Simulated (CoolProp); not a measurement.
Model: reference Helmholtz-energy equation of state, Thol 2015, in CoolProp.

Q: For 1,2-dichloroethane, give the phase and the density (kg/m³), cv (kJ/(kg K)), Joule-Thomson coefficient (K/MPa) at 157.05 °C and 7.08 MPa; 191.95 °C and 7.08 MPa.

A: 
- 157.05 °C and 7.08 MPa: liquid; density 1050, cv 0.976, Joule-Thomson coefficient -0.169
- 191.95 °C and 7.08 MPa: liquid; density 979, cv 1.01, Joule-Thomson coefficient -0.0273
